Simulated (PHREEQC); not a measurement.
Consider water at 20 °C with 0.0088 mol/kgw CuSO4, 0.0042 mol/kgw HNO3 and 0.096 mol/kgw Na2SO4. Closed to the air; pH follows from the charge balance.

The numbers come from PHREEQC with the ion-association model, phreeqc.dat.

Precipitation was switched off in this run.

Q: Estimate the pH, specific conductance, density.

A: pH 2.95; specific conductance 13800 µS/cm; density 1.012 g/cm³.

Q: In which forms is Cu present?

A: CuSO4 54 %, Cu+2 46 % of the Cu.
